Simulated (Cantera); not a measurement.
Input: 1 mol CaCl2, 0.1 mol H2, 0.2 mol H2O, held at 0.410 bar.

These are equilibrium values from Cantera (NASA tables, ideal gas, pure condensed phases), not measurements of a reactor. Candidate condensed phases: Ca, CaCl2, CaO, Ca(OH)2, H2O; 21 gas species. Mutual solubility and eutectic melting of coexisting phases are not modelled. Condensed phases not in the tables: oxide chlorides. Kinetics and transport are ignored. All values below are at 1025 K.

Base state: H2O 0.664, H2 0.333, HCl 0.00377 (mole fractions); condensed: CaCl2(s) + CaO(s).

Q: What changes in the equilibrium state with this change: pressure from 0.410 bar to 1.33 mbar?

A: 
```tsv
species	before	after
H2O	0.664	0.614
H2	0.333	0.323
HCl	0.00377	0.0636
CaCl2	1.34e-7	4.11e-5
CaCl2(s), mol	0.999	0.990
CaO(s), mol	0.000567	0.00985
```
